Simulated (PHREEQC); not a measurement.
# Copper plating or etch bath (model solution)

A solution holds 0.00098 mol Cu(NO3)2, 0.0023 mol H2SO4 and 3.5e-05 mol FeCl3 per kg of water, at 25 °C. Closed to the air; pH follows from the charge balance.

The numbers come from PHREEQC with the ion-association model, wateq4f.dat.

Precipitation was switched off in this run.

Problem. Predict the pH, ionic strength.

Solution. pH 2.42; ionic strength 0.00840 mol/kgw.

Problem. In which forms is Cu present?

Solution. Cu+2 86 %, CuSO4 14 % of the Cu.

Saturation is exceeded, for instance for Hematite (slow to form), Goethite (slow to form); the values hold only as long as no solid forms. Complexes and solids missing from the database can't appear.
